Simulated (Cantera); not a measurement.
# Ammonia decomposition in nitride growth gas

An isothermal, constant-pressure homogeneous reactor starts with NH3 : N2 = 1 : 1.8 (molar parts), at 2200 K and 0.0132 atm.

Detailed kinetics in Cantera: the gas-phase N/H chemistry of the illustrative SiF4/NH3 mechanism in the Surface Chemkin manual (1991). Walls and surfaces, which speed up NH3 decomposition in real reactors, are not modelled.

```csv
t (s),x NH3,x NH2,x NH,x N2,x H2,x N
7.00e-6,0.357,3.56e-6,3.23e-11,0.643,1.00e-6,<1e-12
3.38e-5,0.357,2.23e-5,1.89e-9,0.643,1.00e-5,<1e-12
0.000163,0.357,0.000116,6.87e-8,0.643,5.72e-5,5.66e-11
0.000788,0.356,0.000565,2.40e-6,0.643,0.000295,7.35e-9
0.00381,0.353,0.00226,2.39e-5,0.642,0.00281,1.77e-7
0.0184,0.327,0.00241,4.79e-5,0.639,0.0314,1.77e-6
0.0888,0.228,0.00153,5.70e-5,0.629,0.141,5.12e-6
0.429,0.0559,0.000518,3.59e-5,0.611,0.332,6.01e-6
2.07,0.000173,8.85e-6,3.64e-6,0.603,0.390,3.56e-6
10.0,7.06e-8,1.66e-8,3.17e-8,0.597,0.375,1.43e-7
```
x: mole fraction; the columns are a selection and need not sum to one.

Equilibrium at this temperature and pressure: NH3 3.50e-8, NH2 8.69e-9, NH 1.74e-8, N2 0.596, H2 0.374, N 8.30e-8 (gas phase only).
